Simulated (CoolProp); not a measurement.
Vapour-liquid equilibrium of ethane (1) + C3F8 (R218) (2) at -24.95 °C; x and y are mole fractions of (1).

Model: multi-fluid Helmholtz-energy mixture model, Bücker 2006 and Lemmon 2006; pair parameters Bell 2016, in CoolProp.

```
x      bubble pressure, mixture model (MPa)  bubble pressure, Raoult's law (MPa)  y, mixture model  y, Raoult's law
-----  ------------------------------------  -----------------------------------  ----------------  ---------------
0.05                                 0.2688                               0.2214             0.382            0.279
0.125                                0.4176                               0.3015             0.614            0.512
0.2                                  0.5526                               0.3815             0.718            0.648
0.275                                0.6677                               0.4615             0.775            0.736
0.35                                 0.7619                               0.5416             0.811            0.798
0.425                                0.8377                               0.6216             0.835            0.845
0.5                                  0.8997                               0.7017             0.854            0.880
0.575                                0.9527                               0.7817             0.870            0.909
0.65                                  1.001                               0.8618             0.885            0.932
0.725                                 1.048                               0.9418             0.902            0.951
0.8                                   1.096                                1.022             0.921            0.967
0.875                                 1.147                                1.102             0.944            0.981
0.95                                  1.200                                1.182             0.974            0.993
```

The largest gap from Raoult's law is +44.8 % in bubble pressure, at x = 0.2. No azeotrope shows between x = 0.05 and 0.95.

Pair parameters are fitted to limited data, so mixtures are less certain than the pure fluids.
